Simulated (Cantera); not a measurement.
**Adiabatic ignition**

An adiabatic, constant-pressure homogeneous reactor starts with CH4 : O2 : N2 = 1 : 2 : 7.52 (molar parts), equivalence ratio 1.0, at 1200 K and 4.64 atm.

Model: GRI-Mech 3.0 (53 species, 325 reactions), integrated in Cantera.

```tsv
t (s)	T (K)	x CH4	x O2	x C2H4	x HO2	x C2H
1.00e-6	1200	0.0951	0.190	<1e-12	3.90e-9	<1e-12
5.41e-6	1200	0.0951	0.190	<1e-12	2.10e-8	<1e-12
2.93e-5	1200	0.0951	0.190	1.08e-12	1.10e-7	<1e-12
0.000159	1200	0.0951	0.190	3.40e-10	4.89e-7	<1e-12
0.000860	1200	0.0950	0.190	1.28e-7	9.59e-7	<1e-12
0.00465	1203	0.0944	0.190	6.09e-6	3.97e-6	<1e-12
0.0252	2709	<1e-12	0.0123	<1e-12	5.36e-6	<1e-12
0.136	2709	<1e-12	0.0123	<1e-12	5.36e-6	<1e-12
0.739	2709	<1e-12	0.0123	<1e-12	5.36e-6	<1e-12
4.00	2709	<1e-12	0.0123	<1e-12	5.36e-6	<1e-12
```
x: mole fraction; the columns are a selection and need not sum to one.

time of steepest temperature rise: 10.7 ms
temperature at 4.00 s: 2709 K
equilibrium temperature: 2709 K
x(CH4) at 4.00 s: <1e-12 (gas-phase equilibrium <1e-12)
x(O2) at 4.00 s: 0.0123 (gas-phase equilibrium 0.0123)
x(C2H4) at 4.00 s: <1e-12 (gas-phase equilibrium <1e-12)
